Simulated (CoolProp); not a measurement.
Vapour pressure (MPa) of toluene: the reference equation beside estimates from Tc = 591.7 K, pc = 4.126 MPa, ω = 0.266.

Model: reference Helmholtz-energy equation of state, Lemmon 2006, in CoolProp. It is a short technical equation, of lower accuracy than the large ones.

| T (K) | reference | Soave-Redlich-Kwong | Peng-Robinson |
|---|---|---|---|
| 327.4 | 0.01469 | 0.01428 | 0.01492 |
| 340.3 | (withheld) | (withheld) | 0.02465 |
| 353.3 | 0.03907 | 0.03829 | (withheld) |
| 366.3 | 0.06004 | (withheld) | 0.06004 |
| 379.2 | 0.08889 | 0.08785 | 0.08869 |
| 392.2 | 0.1281 | 0.1271 | 0.1276 |
| 405.2 | 0.1795 | 0.1789 | 0.1788 |
| 418.1 | 0.2452 | 0.2453 | 0.2443 |
| 431.1 | 0.3285 | 0.3300 | 0.3276 |
| 444.1 | 0.4319 | 0.4354 | 0.4312 |
| 457 | 0.5571 | (withheld) | 0.5570 |
| 470 | 0.7091 | 0.7192 | (withheld) |
| 483 | 0.8901 | 0.9052 | 0.8933 |
| 495.9 | 1.102 | 1.123 | 1.108 |
| 508.9 | 1.352 | 1.379 | 1.361 |

Problem. Some entries are withheld; supply them.

Solution. 
- 340.3, reference: 0.02445
- 340.3, Soave-Redlich-Kwong: 0.02386
- 353.3, Peng-Robinson: 0.03920
- 366.3, Soave-Redlich-Kwong: 0.05909
- 457, Soave-Redlich-Kwong: 0.5634
- 470, Peng-Robinson: 0.7102

Absolute difference from the reference over all 15 rows, mean and median: Soave-Redlich-Kwong 1.4 and 1.4 %, Peng-Robinson 0.4 and 0.4 %.
